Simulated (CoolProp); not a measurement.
Vapour-liquid equilibrium of R114 (1) + n-pentane (2) at 298.7 K; x and y are mole fractions of (1).

Values from CoolProp's multi-fluid Helmholtz-energy mixture model, Platzer 1990 and Thol 2019; pair parameters Bell 2016. This equation is an older, rougher fit; its heat capacities, sound speeds and derivatives of the liquid may be far off and weren't checked against measurements.

Problem. Give the bubble pressure and the first vapour's composition at x = 0.05, 0.2, 0.35. Is there an azeotrope?

Solution. x = 0.05: 0.08396 MPa, y = 0.204; x = 0.2: 0.1194 MPa, y = 0.512; x = 0.35: 0.1462 MPa, y = 0.658. No azeotrope shows between x = 0.05 and 0.95.

Pair parameters are fitted to limited data, so mixtures are less certain than the pure fluids.
